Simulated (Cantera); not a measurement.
**Hydrocarbon pyrolysis for carbon deposition**

An isothermal, constant-pressure homogeneous reactor starts with 2.94 % C2H6, 97.1 % N2, at 1598 K and 100000 Pa.

Model: GRI-Mech 3.0 (53 species, 325 reactions), integrated in Cantera. GRI-Mech 3.0 stops at C3 and has no aromatics, soot or wall deposition, so with more carbon than oxygen in the feed, carbon stays in small species such as C2H2 where larger ones or solid carbon would form.

| t (s) | x C2H6 | x CH4 | x CH2 | x C2H4 | x H | x C2H2 | x C2H |
|---|---|---|---|---|---|---|---|
| 0.000500 | 0.000297 | 0.00786 | 2.95e-7 | 0.0106 | 5.14e-5 | 0.0133 | 6.83e-8 |
| 0.00103 | 4.28e-5 | 0.00797 | 5.34e-8 | 0.00703 | 2.32e-5 | 0.0171 | 3.54e-8 |
| 0.00212 | 8.92e-6 | 0.00797 | 1.37e-8 | 0.00453 | 1.23e-5 | 0.0196 | 2.01e-8 |
| 0.00437 | 4.32e-6 | 0.00792 | 7.62e-9 | 0.00247 | 9.59e-6 | 0.0216 | 1.65e-8 |
| 0.00900 | 3.83e-6 | 0.00784 | 7.07e-9 | 0.000835 | 9.63e-6 | 0.0232 | 1.71e-8 |
| 0.0185 | 3.65e-6 | 0.00768 | 6.93e-9 | 0.000204 | 9.80e-6 | 0.0239 | 1.76e-8 |
| 0.0382 | 3.36e-6 | 0.00739 | 6.67e-9 | 0.000149 | 9.91e-6 | 0.0241 | 1.78e-8 |
| 0.0786 | 2.88e-6 | 0.00684 | 6.20e-9 | 0.000148 | 1.01e-5 | 0.0244 | 1.80e-8 |
| 0.162 | 2.16e-6 | 0.00592 | 5.42e-9 | 0.000148 | 1.04e-5 | 0.0248 | 1.83e-8 |
| 0.333 | 1.33e-6 | 0.00463 | 4.30e-9 | 0.000150 | 1.09e-5 | 0.0254 | 1.89e-8 |
| 0.687 | 6.35e-7 | 0.00319 | 3.01e-9 | 0.000154 | 1.14e-5 | 0.0261 | 1.95e-8 |
| 1.41 | 2.47e-7 | 0.00195 | 1.88e-9 | 0.000159 | 1.19e-5 | 0.0267 | 2.01e-8 |
| 2.91 | 9.37e-8 | 0.00115 | 1.13e-9 | 0.000164 | 1.23e-5 | 0.0271 | 2.05e-8 |
| 6.00 | 4.85e-8 | 0.000768 | 7.63e-10 | 0.000166 | 1.25e-5 | 0.0273 | 2.08e-8 |
x: mole fraction; the columns are a selection and need not sum to one.

Equilibrium at this temperature and pressure: C2H6 9.83e-9, CH4 0.000333, CH2 3.29e-10, C2H4 4.17e-5, H 1.26e-5, C2H2 0.00674, C2H 5.12e-9 (gas phase only).
